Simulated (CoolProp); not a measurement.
Vapour-liquid equilibrium of R13 (1) + CHF3 (R23) (2) at -93.95 °C; x and y are mole fractions of (1).

Model: multi-fluid Helmholtz-energy mixture model, Platzer 1990 and Penoncello 2003; pair parameters Bell 2016, in CoolProp. This equation is an older, rougher fit; its heat capacities, sound speeds and derivatives of the liquid may be far off and weren't checked against measurements.

Q: Give the bubble pressure and the first vapour's composition at x = 0.125, 0.275, 0.65. Is there an azeotrope?

A: x = 0.125: 0.06202 MPa, y = 0.299; x = 0.275: 0.06813 MPa, y = 0.421; x = 0.65: 0.06936 MPa, y = 0.552. y crosses x between x = 0.5 and 0.575: the model has an azeotrope there.

The pair parameters rest on a limited set of measurements; away from them the model extrapolates.
